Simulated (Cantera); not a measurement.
Input (Python, Cantera) and output of one run.

```python
import numpy as np
import cantera as ct

gas_names = """
    C CH CH2 CH3 CH2OH CH3O CH4 CH3OH CN CO CO2 COOH C2 C2H CHCO,ketyl C2H2,acetylene C2H2,vinylidene
    CH2CO,ketene C2H3,vinyl CH3CN CH3CO,acetyl C2H4 C2H4O,ethylen CH3CHO,ethanal CH3COOH (HCOOH)2 C2H5
    C2H6 CH3OCH3 C2H5OH CCN CNC C2N2 C2O C3 C3H3,propargyl C3H4,allene C3H4,propyne C3H4,cyclo-
    C3H5,allyl C3H6,propylene C3H6,cyclo- C3H6O C3H7,n-propyl C3H7,i-propyl C3H8 C3H8O,1propanol
    C3H8O,2propanol C3O2 C4 C4H2 C4H4,1,3-cyclo- C4H6,butadiene C4H6,2-butyne C4H6,cyclo- C4H8,1-butene
    C4H8,cis2-buten C4H8,tr2-butene C4H8,isobutene C4H8,cyclo- (CH3COOH)2 C4H9,n-butyl C4H9,i-butyl
    C4H9,s-butyl C4H9,t-butyl C4H10,isobutane C4H10,n-butane C4N2 C5 C5H6,1,3cyclo- C5H8,cyclo-
    C5H10,1-pentene C5H10,cyclo- C5H11,pentyl C5H11,t-pentyl C5H12,n-pentane C5H12,i-pentane
    CH3C(CH3)2CH3 C6H2 C6H5,phenyl C6H5O,phenoxy C6H6 C6H5OH,phenol C6H10,cyclo- C6H12,1-hexene
    C6H12,cyclo- C6H13,n-hexyl C7H7,benzyl C7H8 C7H8O,cresol C7H14,1-heptene C7H15,n-heptyl
    C7H16,n-heptane C8H8,styrene C8H10,ethylbenz C8H16,1-octene C8H17,n-octyl C8H18,isooctane
    C8H18,n-octane C9H19,n-nonyl C10H8,naphthale C10H21,n-decyl C12H9,o-bipheny C12H10,bipheny Cu CuO
    Cu2 H HCN HCO HCCN HNC HNCO HNO HNO2 HNO3 HO2 H2 HCHO,formaldehy HCOOH H2O H2O2 N NCO NH NH2 NH3
    NH2OH NO NO2 NO3 N2 N2H2 N2H4 N2O O OH O2 O3
""".split()
cond_names = """
    C(gr) C6H6(L) C7H8(L) C8H18(L),n-octa Cu(cr) Cu(L) CuO(s) CuO2H2(s) Cu2O(s) Cu2O(L) H2O(s) H2O(L)
""".split()


def load(file, names, dense=False):
    # The tables refer to 1 bar. Condensed volumes are neglected.
    table = {s.name: s for s in ct.Species.list_from_file(file)}
    out = []
    for n in names:
        d = dict(table[n].input_data)
        d["thermo"] = dict(d["thermo"], **{"reference-pressure": 1e5})
        if dense:
            d["equation-of-state"] = {"model": "constant-volume", "density": "1e6 g/cm^3"}
        out.append(ct.Species.from_dict(d))
    return out


gas = ct.Solution(thermo="ideal-gas", species=load("nasa_gas.yaml", gas_names))
cond = {s.name: ct.Solution(thermo="fixed-stoichiometry", species=[s], name=s.name)
        for s in load("nasa_condensed.yaml", cond_names, dense=True)}
atoms = {
    'Cu2O': {'Cu': 2, 'O': 1},
    'CH4': {'C': 1, 'H': 4},
    'N2': {'N': 2},
    'C': {'C': 1},
}
top_T = {'C(gr)': 4500, 'CuO(s)': 1390}  # K; cautious upper limits of use, not melting points


def equilibrate(T, P, feed):
    n = {}
    for name, mol in feed.items():
        for a, k in atoms[name].items():
            n[a] = n.get(a, 0.0) + k * mol
    gas.TPX = T, P, n
    mass = sum(n.values()) * gas.mean_molecular_weight
    gas.equilibrate("TP")
    valid = [c for c in cond.values() if c.min_temp <= T <= top_T.get(c.name, c.max_temp)]
    mix = ct.Mixture([(gas, mass / gas.mean_molecular_weight)] + [(c, 0.0) for c in valid])
    mix.T, mix.P = T, P
    mix.equilibrate("TP", solver="vcs", rtol=1e-11, max_steps=5000)
    return mix


results = []
feed = {'Cu2O': 1, 'CH4': 0.66, 'N2': 4.2, 'C': 2.5}  # mol
P = 24  # Pa
for T in [2100, 2175, 2250, 2325, 2400, 2475, 2550]:
    mix = equilibrate(T, P, feed)
    results.append((T, P, feed, dict(zip(mix.species_names, mix.species_moles))))

top = {s: max(r[3][s] / sum(r[3][g] for g in gas_names) for r in results) for s in gas_names}
cols = sorted((s for s in top if top[s] > 0.001), key=lambda s: -top[s])[:5]
seen = [c for c in cond_names if any(r[3].get(c, 0) > 1e-12 for r in results)]
print("log10 of partial pressures in bar; condensed amounts in mol")
print(f"{'T/K':>10s}" + "".join(f"{s[:9]:>10s}" for s in cols + seen))
for T, P, feed, n in results:
    ng = sum(n[g] for g in gas_names)
    print(f"{T:10.4g}" + "".join(f"{np.log10(max(n[s] / ng * P / 1e5, 1e-99)):10.3f}" for s in cols)
          + "".join(f"{n.get(c, 0):10.4g}" for c in seen))
```

It prints:

```
log10 of partial pressures in bar; condensed amounts in mol
       T/K        N2         H        Cu        CO        H2     C(gr)
      2100    -3.944    -4.790    -4.264    -4.565    -4.566      2.11
      2175    -3.952    -4.632    -4.271    -4.572    -4.640     2.098
      2250    -3.960    -4.501    -4.279    -4.580    -4.744     2.085
      2325    -3.969    -4.399    -4.287    -4.588    -4.881     2.071
      2400    -3.977    -4.325    -4.295    -4.596    -5.054     2.049
      2475    -3.985    -4.276    -4.302    -4.603    -5.257     1.999
      2550    -3.993    -4.248    -4.308    -4.609    -5.484     1.868
```

Equilibrium computed with Cantera from the NASA thermochemical tables; the gas is ideal and each condensed phase is pure.
